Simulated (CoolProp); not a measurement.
Vapour pressure (MPa) of hydrogen sulfide: the reference equation beside estimates from Tc = 373.1 K, pc = 8.999 MPa, ω = 0.101. Clausius-Clapeyron is anchored at 287.9 K with a constant enthalpy of vaporisation of 14.87 kJ/mol.

The numbers come from the reference Helmholtz-energy equation of state, Lemmon 2006 in CoolProp. It is a short technical equation, of lower accuracy than the large ones.

```json
[
 {"T (K)": "284.3", "reference": "1.413", "Lee-Kesler": "1.415", "Clausius-Clapeyron": "1.438", "van der Waals": "2.744", "Redlich-Kwong": "1.549", "Soave-Redlich-Kwong": "1.421", "Peng-Robinson": "1.411"},
 {"T (K)": "287.9", "reference": "1.555", "Lee-Kesler": "1.558", "Clausius-Clapeyron": "1.555", "van der Waals": "2.913", "Redlich-Kwong": "1.702", "Soave-Redlich-Kwong": "1.565", "Peng-Robinson": "1.553"},
 {"T (K)": "291.5", "reference": "1.708", "Lee-Kesler": "1.710", "Clausius-Clapeyron": "1.679", "van der Waals": "3.089", "Redlich-Kwong": "1.866", "Soave-Redlich-Kwong": "1.720", "Peng-Robinson": "1.706"},
 {"T (K)": "295", "reference": "1.866", "Lee-Kesler": "1.869", "Clausius-Clapeyron": "1.806", "van der Waals": "3.267", "Redlich-Kwong": "2.035", "Soave-Redlich-Kwong": "1.881", "Peng-Robinson": "1.865"},
 {"T (K)": "298.6", "reference": "2.040", "Lee-Kesler": "2.042", "Clausius-Clapeyron": "1.943", "van der Waals": "3.456", "Redlich-Kwong": "2.219", "Soave-Redlich-Kwong": "2.057", "Peng-Robinson": "2.039"},
 {"T (K)": "302.2", "reference": "2.225", "Lee-Kesler": "2.227", "Clausius-Clapeyron": "2.087", "van der Waals": "3.652", "Redlich-Kwong": "2.415", "Soave-Redlich-Kwong": "2.246", "Peng-Robinson": "2.225"},
 {"T (K)": "305.7", "reference": "2.416", "Lee-Kesler": "2.419", "Clausius-Clapeyron": "2.233", "van der Waals": "3.849", "Redlich-Kwong": "2.617", "Soave-Redlich-Kwong": "2.440", "Peng-Robinson": "2.417"},
 {"T (K)": "309.3", "reference": "2.625", "Lee-Kesler": "2.627", "Clausius-Clapeyron": "2.390", "van der Waals": "4.059", "Redlich-Kwong": "2.836", "Soave-Redlich-Kwong": "2.653", "Peng-Robinson": "2.628"},
 {"T (K)": "312.9", "reference": "2.847", "Lee-Kesler": "2.849", "Clausius-Clapeyron": "2.555", "van der Waals": "4.276", "Redlich-Kwong": "3.067", "Soave-Redlich-Kwong": "2.879", "Peng-Robinson": "2.851"},
 {"T (K)": "316.5", "reference": "3.082", "Lee-Kesler": "3.083", "Clausius-Clapeyron": "2.727", "van der Waals": "4.500", "Redlich-Kwong": "3.310", "Soave-Redlich-Kwong": "3.118", "Peng-Robinson": "3.088"},
 {"T (K)": "320", "reference": "3.323", "Lee-Kesler": "3.324", "Clausius-Clapeyron": "2.900", "van der Waals": "4.724", "Redlich-Kwong": "3.559", "Soave-Redlich-Kwong": "3.364", "Peng-Robinson": "3.332"},
 {"T (K)": "323.6", "reference": "3.586", "Lee-Kesler": "3.586", "Clausius-Clapeyron": "3.087", "van der Waals": "4.962", "Redlich-Kwong": "3.829", "Soave-Redlich-Kwong": "3.631", "Peng-Robinson": "3.597"},
 {"T (K)": "327.2", "reference": "3.863", "Lee-Kesler": "3.863", "Clausius-Clapeyron": "3.280", "van der Waals": "5.207", "Redlich-Kwong": "4.111", "Soave-Redlich-Kwong": "3.913", "Peng-Robinson": "3.877"},
 {"T (K)": "330.7", "reference": "4.147", "Lee-Kesler": "4.147", "Clausius-Clapeyron": "3.475", "van der Waals": "5.453", "Redlich-Kwong": "4.399", "Soave-Redlich-Kwong": "4.202", "Peng-Robinson": "4.164"}
]
```

Absolute difference from the reference over all 14 rows, mean and median: Lee-Kesler 0.1 and 0.1 %, Clausius-Clapeyron 8.1 and 8.3 %, van der Waals 59.1 and 57.0 %, Redlich-Kwong 8.0 and 8.2 %, Soave-Redlich-Kwong 1.0 and 1.0 %, Peng-Robinson 0.2 and 0.1 %.
